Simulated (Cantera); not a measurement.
A closed system holds: 1 mol MgO, 0.061 mol HI, 0.21 mol H2, at 10000 Pa.

Equilibrium computed with Cantera from the NASA thermochemical tables; the gas is ideal and each condensed phase is pure. Candidate condensed phases: H2O, I2, Mg, MgI2, MgO, Mg(OH)2; 20 gas species. Kinetics and transport are ignored.

**Question.** Which condensed phases are stable at each of these points (T (°C)): 427, 527, 627, 727, 827, 927, 1027, 1127, 1227, 1327?

**Answer.** 
```tsv
T (°C)	condensed phases	Mg condensed (%)
427	MgI2(s) + MgO(s)	100.0
527	MgO(s)	100.0
627	MgO(s)	100.0
727	MgO(s)	100.0
827	MgO(s)	99.9
927	MgO(s)	99.9
1027	MgO(s)	99.8
1127	MgO(s)	99.8
1227	MgO(s)	99.7
1327	MgO(s)	99.7
```

At 427 °C the condensed part is MgI2(s) + MgO(s). From 527 °C to 1327 °C the condensed part is MgO(s).
